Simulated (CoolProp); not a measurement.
Aqueous calcium chloride as a coolant, 30 % by mass, freezing at -48.0 °C, 1 atm.

Model: Melinder's fits for secondary coolants, in CoolProp.

```tsv
T (°C)	conductivity (W/(m K))	cp (kJ/(kg K))	density (kg/m³)	viscosity (mPa s)
-43.7	0.472	2.625	1309	39.9
-36.6	0.482	2.638	1307	25.6
-29.4	0.492	2.651	1305	17.3
-22.2	0.502	2.666	1302	12.3
-15	0.512	2.682	1299	9.15
-7.8	0.522	2.698	1296	7.08
-0.7	0.532	2.716	1292	5.68
6.5	0.542	2.734	1288	4.68
13.7	0.552	2.753	1285	3.94
20.9	0.562	2.772	1281	3.37
28.1	0.572	2.793	1277	2.92
35.2	0.582	2.813	1274	2.55
```
